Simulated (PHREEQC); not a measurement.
A solution holds 0.0062 mol HF, 1.9e-05 mol Na2B4O7 and 0.0048 mol NaCl per kg of water, at 25 °C. It is in equilibrium with CO2 at log p = -3.4 (atm). Otherwise closed; pH follows from the charge balance.

All values are PHREEQC results (ion-association model, wateq4f.dat), not measurements.

No solid was allowed to form.

### Question
Order these F species by the share of F that they hold, largest first: BF4-, F-, HF, HF2-, H2F2.

### Answer
HF (65 %), F- (28 %), BF4- (3.9 %), H2F2 (1.4 %), HF2- (0.88 %)

### Question
Order these B species by the share of B that they hold, largest first: H3BO3, BF4-, BF2(OH)2-, BF3OH-.

### Answer
BF4- (79 %), H3BO3 (12 %), BF3OH- (7.1 %), BF2(OH)2- (2.4 %)

The pH is 2.77 and the ionic strength 0.00665 mol/kgw. Complexes and solids missing from the database can't appear. Real BF4- forms and hydrolyses slowly; the run takes it at equilibrium.
